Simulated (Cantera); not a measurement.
Feed: 1 mol SiHCl3, 11 mol N2, equilibrated at 3000 Pa.

Method: chemical equilibrium by Gibbs-energy minimisation in Cantera with the NASA 1993 tables (ideal gas, pure condensed phases). Candidate condensed phases: NH4Cl, Si, Si3N4; 28 gas species. N2 is the only nitrogen source here; it is nearly inert below about 1500 K, so the nitride shown seldom forms there in practice. The numbers say what is thermodynamically allowed, not how fast it happens.

Q: Which condensed phases are stable at each of these points (T (K)): 1150, 1200, 1250, 1300, 1350, 1400, 1450, 1500, 1550, 1600, 1650?

A: 
```csv
T (K),condensed phases,Si condensed (%)
1150,Si3N4(s),46.2
1200,Si3N4(s),46.1
1250,Si3N4(s),45.6
1300,Si3N4(s),44.5
1350,Si3N4(s),42.2
1400,Si3N4(s),37.7
1450,Si3N4(s),30.2
1500,Si3N4(s),19.8
1550,Si3N4(s),8.4
1600,gas only,0.0
1650,gas only,0.0
```

From 1150 K to 1550 K the condensed part is Si3N4(s). From 1600 K to 1650 K nothing is condensed.
